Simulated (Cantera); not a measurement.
A counterflow diffusion flame at 2.60 bar, nozzles 20 mm apart: fuel side C₃H₈ = 1 (molar parts) at 300 K, oxidiser side O₂ : N₂ = 0.21 : 0.79 (molar parts) at 473 K, fuel mass flux 1.4 times the oxidiser's; mixture-averaged transport, no radiation.

Model: GRI-Mech 3.0 (53 species, 325 reactions), integrated in Cantera. GRI-Mech 3.0 was tuned for natural gas; its chemistry of propane as a main component is partial and can be far from experiment. GRI-Mech 3.0 has no aromatics or soot, which form on the fuel side of real flames. The maximum strain rate includes the flame's own expansion and is several times the mean.

x: mole fraction; the columns are a selection and need not sum to one.

```
oxidiser flux (kg/m²/s)  max strain (1/s)  mean strain (1/s)  T max (K)  peak x OH  peak x H   peak x NO  peak x CO  peak x C₂H₂
-----------------------  ----------------  -----------------  ---------  ---------  --------  ----------  ---------  -----------
0.65                                  191               26.9       2177    0.00611   0.00217  (withheld)     0.0584       0.0434
1.1                                   313               45.6       2150    0.00633   0.00244    0.000297     0.0578       0.0407
1.8                                   499               74.6       2126    0.00651   0.00274  (withheld)     0.0578       0.0380
2.9                                   780                120       2099    0.00660   0.00304  (withheld)     0.0582       0.0351
4.8                                  1250                199       2065    0.00657   0.00334  (withheld)     0.0588       0.0316
7.8                                  1950                323       2026    0.00636   0.00358  (withheld)     0.0598       0.0279
13                                   3140                539       1977    0.00590   0.00371  (withheld)     0.0617       0.0233
```

Complete the blanks.


- 0.65, peak x NO: 0.000322
- 1.8, peak x NO: 0.000272
- 2.9, peak x NO: 0.000243
- 4.8, peak x NO: 0.000205
- 7.8, peak x NO: 0.000162
- 13, peak x NO: 0.000112
